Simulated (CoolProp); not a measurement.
Saturation properties of R113 (Tc = 487.2 K, pc = 3.392 MPa, ω = 0.253).

Computed with CoolProp (reference Helmholtz-energy equation of state, Marx 1992).

| T (K) | p (MPa) | liquid density (kg/m³) | enthalpy of vaporisation (kJ/kg) | liquid cp (kJ/(kg K)) | surface tension (mN/m) |
|---|---|---|---|---|---|
| 280.2 | 0.02096 | 1605 | 156.7 | 0.9016 | 19.2 |
| 294.9 | 0.03938 | 1571 | 152.3 | 0.9148 | 17.6 |
| 309.7 | 0.06923 | 1535 | 147.8 | 0.9291 | 15.9 |
| 324.4 | 0.1142 | 1499 | 143.1 | 0.9443 | 14.3 |
| 339.2 | 0.1798 | 1461 | 138.2 | 0.9608 | 12.7 |
| 353.9 | 0.2703 | 1423 | 132.9 | 0.9788 | 11.1 |
| 368.7 | 0.3927 | 1381 | 127.2 | 0.9990 | 9.63 |
| 383.4 | 0.5517 | 1338 | 121.0 | 1.022 | 8.17 |
| 398.2 | 0.7558 | 1292 | 114.2 | 1.050 | 6.75 |
| 412.9 | 1.009 | 1241 | 106.5 | 1.085 | 5.40 |
| 427.6 | 1.321 | 1185 | 97.82 | 1.133 | 4.11 |
| 442.4 | 1.702 | 1120 | 87.51 | 1.207 | 2.88 |

It boils at 320.7 K under 1 atm.

Surface tension comes from a separate correlation (Mulero 2012).
